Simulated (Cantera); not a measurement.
## Adiabatic ignition

An adiabatic, constant-volume homogeneous reactor starts with 15.3 % H2, 17.7 % O2, 66.8 % N2, 0.135 % NO, at 1350 K and 4.60 bar.

Model: GRI-Mech 3.0 (53 species, 325 reactions), integrated in Cantera. The hydrogen kinetics of GRI-Mech 3.0 are dated; newer H2 mechanisms differ, most at raised pressure. The mechanism lacks 2 NO + O2 → 2 NO2 and HONO, so NO2 and the effect of NO are under-described below about 1400 K.

| t (s) | T (K) | P (bar) | x H2 | x O2 | x NO | x H2O2 | x NO2 | x N2O |
|---|---|---|---|---|---|---|---|---|
| 4.00e-6 | 1353 | 4.61 | 0.152 | 0.177 | 0.00134 | 1.62e-6 | 6.13e-6 | 8.02e-8 |
| 1.55e-5 | 2579 | 8.16 | 0.00172 | 0.105 | 0.00157 | 1.17e-6 | 2.72e-6 | 2.54e-6 |
| 5.99e-5 | 2586 | 8.18 | 0.00152 | 0.105 | 0.00188 | 1.23e-6 | 3.09e-6 | 2.44e-6 |
| 0.000232 | 2584 | 8.17 | 0.00151 | 0.105 | 0.00301 | 1.22e-6 | 4.96e-6 | 2.43e-6 |
| 0.000896 | 2576 | 8.15 | 0.00147 | 0.103 | 0.00668 | 1.19e-6 | 1.10e-5 | 2.42e-6 |
| 0.00346 | 2561 | 8.10 | 0.00140 | 0.0997 | 0.0137 | 1.14e-6 | 2.23e-5 | 2.45e-6 |
| 0.0134 | 2555 | 8.08 | 0.00138 | 0.0983 | 0.0165 | 1.11e-6 | 2.69e-5 | 2.48e-6 |
| 0.0518 | 2555 | 8.08 | 0.00137 | 0.0983 | 0.0165 | 1.11e-6 | 2.69e-5 | 2.48e-6 |
| 0.200 | 2555 | 8.08 | 0.00137 | 0.0983 | 0.0165 | 1.11e-6 | 2.69e-5 | 2.48e-6 |
| 0.776 | 2555 | 8.08 | 0.00137 | 0.0983 | 0.0165 | 1.11e-6 | 2.69e-5 | 2.48e-6 |
| 3.00 | 2555 | 8.08 | 0.00137 | 0.0983 | 0.0165 | 1.11e-6 | 2.69e-5 | 2.48e-6 |
x: mole fraction; the columns are a selection and need not sum to one.

```
Item                                                                Result
---------------------------------  ---------------------------------------
time of steepest temperature rise                                  5.86 µs
temperature at 3.00 s                                               2555 K
equilibrium temperature                                             2555 K
x(H2) at 3.00 s                    0.00137 (gas-phase equilibrium 0.00137)
x(O2) at 3.00 s                      0.0983 (gas-phase equilibrium 0.0983)
x(NO) at 3.00 s                      0.0165 (gas-phase equilibrium 0.0165)
```
